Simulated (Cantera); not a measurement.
Silicon oxide and oxynitride deposition: TEOS + CO2 + H2

Charge: 1 mol TEOS, 1 mol CO2, 3.1 mol H2, held at 0.133 bar.

Cantera equilibrium calculation (NASA polynomials, part measured and part estimated; ideal gas, pure solids and liquids). Candidate condensed phases: C, C6H6, C7H8, C8H18, H2O, Si, SiC, SiO2; 123 gas species. The feed counts by its element totals alone. The tables hold silica as quartz up to 1696 K and as liquid above; real silica turns to tridymite and cristobalite and melts near 1996 K. Equilibrium is a limit: real reactors are often held back by kinetics, nucleation or transport.

| T (K) | x H2 | x CO | x H2O | x CH4 | x CO2 | x H | x SiO | n C(graphite) | n SiO2(α-quartz) | n SiO2(β-quartz) |
|---|---|---|---|---|---|---|---|---|---|---|
| 798 | 0.671 | 0.0605 | 0.133 | 0.0834 | 0.0514 | 5.98e-12 | <1e-12 | 6.37 | 1.00 | 0 |
| 848 | 0.722 | 0.113 | 0.0806 | 0.0446 | 0.0391 | 4.43e-11 | <1e-12 | 6.10 | 0 | 1.00 |
| 898 | 0.744 | 0.168 | 0.0421 | 0.0236 | 0.0221 | 2.59e-10 | <1e-12 | 5.64 | 0 | 1.00 |
| 948 | 0.753 | 0.204 | 0.0199 | 0.0130 | 0.00976 | 1.25e-9 | <1e-12 | 5.27 | 0 | 1.00 |
| 998 | 0.758 | 0.222 | 0.00915 | 0.00747 | 0.00388 | 5.13e-9 | <1e-12 | 5.09 | 0 | 1.00 |
| 1048 | 0.761 | 0.229 | 0.00434 | 0.00450 | 0.00155 | 1.85e-8 | <1e-12 | 5.02 | 0 | 1.00 |
| 1098 | 0.763 | 0.232 | 0.00217 | 0.00283 | 0.000654 | 5.92e-8 | <1e-12 | 5.00 | 0 | 1.00 |
| 1148 | 0.764 | 0.233 | 0.00114 | 0.00185 | 0.000294 | 1.71e-7 | 1.30e-11 | 4.99 | 0 | 1.00 |
| 1198 | 0.764 | 0.233 | 0.000632 | 0.00125 | 0.000141 | 4.55e-7 | 2.58e-10 | 4.99 | 0 | 1.00 |
| 1248 | 0.765 | 0.234 | 0.000367 | 0.000870 | 7.19e-5 | 1.12e-6 | 4.01e-9 | 4.99 | 0 | 1.00 |
| 1298 | 0.765 | 0.234 | 0.000222 | 0.000622 | 3.86e-5 | 2.57e-6 | 5.04e-8 | 4.99 | 0 | 1.000 |
| 1348 | 0.765 | 0.234 | 0.000139 | 0.000456 | 2.17e-5 | 5.54e-6 | 5.22e-7 | 4.99 | 0 | 1.000 |
| 1398 | 0.766 | 0.234 | 9.04e-5 | 0.000341 | 1.28e-5 | 1.13e-5 | 4.56e-6 | 5.00 | 0 | 1.000 |
x: gas mole fraction; n: condensed amount in mol.

At 798 K the condensed part is C(graphite) + SiO2(α-quartz). From 848 K to 1398 K the condensed part is C(graphite) + SiO2(β-quartz).
